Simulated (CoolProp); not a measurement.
The numbers come from the reference Helmholtz-energy equation of state, Lemmon 2006 in CoolProp. It is a short technical equation, of lower accuracy than the large ones.

Question: Give the vapour pressure (MPa), liquid cp (kJ/(kg K)), surface tension (mN/m) of saturated toluene at 519.8, 530.6 K.

Answer: 
```json
[
 {"T (K)": "519.8", "p (MPa)": "1.59", "liquid cp (kJ/(kg K))": "2.67", "surface tension (mN/m)": "4.54"},
 {"T (K)": "530.6", "p (MPa)": "1.86", "liquid cp (kJ/(kg K))": "2.77", "surface tension (mN/m)": "3.68"}
]
```

Surface tension comes from a separate correlation (Mulero 2012).
